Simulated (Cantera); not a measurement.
Input (Python, Cantera):

```python
import numpy as np
import cantera as ct

gas = ct.Solution("gri30.yaml")
gas.TPX = 1450, 2666, {'H2': 0.018, 'O2': 1}
reactor = ct.IdealGasConstPressureReactor(gas, energy="off", clone=False)
net = ct.ReactorNet([reactor])
net.rtol, net.atol = 1e-08, 1e-18
show = ['H2', 'O2', 'H', 'H2O', 'H2O2', 'HO2']
times = np.geomspace(0.0002, 3, 15)

steps = ct.SolutionArray(gas, extra=["t"])
rows = []
print(f"{'t/s':>10s}{'T/K':>9s}{'P/Pa':>11s}" + "".join(f"{s:>11s}" for s in show))
for t in times:
    while net.time < t:
        t_next = net.step()
        steps.append(gas.state, t=t_next)
    rows.append([np.interp(t, steps.t, y) for y in (steps.T, steps.P, *steps(*show).X.T)])
    print(f"{t:10.3e}{rows[-1][0]:9.1f}{rows[-1][1]:11.4g}" + "".join(f"{x:11.3e}" for x in rows[-1][2:]))
rate = np.gradient(steps.T, steps.t)
print("integrator steps:", len(steps.t))
if steps.T.max() > steps.T[0] + 200:
    print(f"time of steepest temperature rise: {steps.t[rate.argmax()]:.4e} s")
gas.TPX = 1450, 2666, {'H2': 0.018, 'O2': 1}
gas.equilibrate("TP")
print(f"equilibrium (TP): T = {gas.T:.1f} K  " + "  ".join(f"{s} {gas[s].X[0]:.3e}" for s in show))
```

Output:

```
       t/s      T/K       P/Pa         H2         O2          H        H2O       H2O2        HO2
 2.000e-04   1450.0       2666  1.768e-02  9.823e-01  1.688e-07  9.011e-07  4.733e-10  3.165e-07
 3.975e-04   1450.0       2666  1.766e-02  9.823e-01  1.718e-06  1.259e-05  1.587e-09  6.344e-07
 7.900e-04   1450.0       2666  1.607e-02  9.809e-01  1.447e-04  1.130e-03  7.271e-09  1.397e-06
 1.570e-03   1450.0       2666  3.160e-04  9.660e-01  8.947e-04  1.541e-02  3.684e-08  1.342e-06
 3.120e-03   1450.0       2666  1.147e-04  9.661e-01  7.461e-04  1.594e-02  2.828e-08  1.179e-06
 6.201e-03   1450.0       2666  1.102e-04  9.667e-01  7.013e-04  1.600e-02  2.792e-08  1.156e-06
 1.232e-02   1450.0       2666  1.022e-04  9.679e-01  6.223e-04  1.611e-02  2.722e-08  1.113e-06
 2.449e-02   1450.0       2666  8.845e-05  9.698e-01  4.963e-04  1.628e-02  2.588e-08  1.035e-06
 4.868e-02   1450.0       2666  6.798e-05  9.727e-01  3.296e-04  1.655e-02  2.345e-08  9.011e-07
 9.675e-02   1450.0       2666  4.351e-05  9.761e-01  1.658e-04  1.688e-02  1.949e-08  7.030e-07
 1.923e-01   1450.0       2666  2.209e-05  9.790e-01  5.897e-05  1.720e-02  1.420e-08  4.677e-07
 3.822e-01   1450.0       2666  8.979e-06  9.807e-01  1.509e-05  1.746e-02  8.801e-09  2.597e-07
 7.595e-01   1450.0       2666  3.144e-06  9.816e-01  3.104e-06  1.762e-02  4.661e-09  1.275e-07
 1.509e+00   1450.0       2666  1.049e-06  9.819e-01  5.956e-07  1.771e-02  2.206e-09  6.866e-08
 3.000e+00   1450.0       2666  3.686e-07  9.820e-01  1.240e-07  1.777e-02  1.027e-09  5.550e-08
integrator steps: 1213
equilibrium (TP): T = 1450.0 K  H2 1.049e-07  O2 9.821e-01  H 1.889e-08  H2O 1.780e-02  H2O2 4.437e-10  HO2 7.274e-08
```

Cantera simulation using GRI-Mech 3.0 (53 species, 325 reactions); the numbers are that mechanism's predictions, not measurements. Radical loss at walls, strong at low pressure, is not modelled.
